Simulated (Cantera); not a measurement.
## Equilibrium for nitride etching: AlN + Cl₂

Charge: 1 mol AlN, 40 mol Cl₂, held at 0.120 Torr.

Method: chemical equilibrium by Gibbs-energy minimisation in Cantera with the NASA 1993 tables (ideal gas, pure condensed phases). Candidate condensed phases: Al, AlCl₃, AlN; 11 gas species. The tables' values for AlCl₂ are old estimates; treat these amounts as uncertain. Kinetics and transport are ignored.

| T (K) | log p Cl | log p Cl₂ | log p AlCl₃ | log p N₂ | log p AlCl₂ |
|---|---|---|---|---|---|
| 1050 | -5.02 | -3.84 | -5.41 | -5.71 | -14.24 |
| 1150 | -4.52 | -3.91 | -5.44 | -5.74 | -12.94 |
| 1250 | -4.15 | -4.08 | -5.51 | -5.81 | -11.83 |
| 1350 | -3.93 | -4.42 | -5.60 | -5.90 | -10.82 |
| 1450 | -3.84 | -4.91 | -5.66 | -5.96 | -9.84 |
| 1550 | -3.81 | -5.45 | -5.68 | -5.98 | -8.91 |
| 1650 | -3.81 | -5.95 | -5.69 | -5.99 | -8.06 |
log p: log10 of the partial pressure in bar; nothing condenses.

From 1050 K to 1650 K nothing is condensed. The main Al-bearing gas is AlCl₃ throughout.
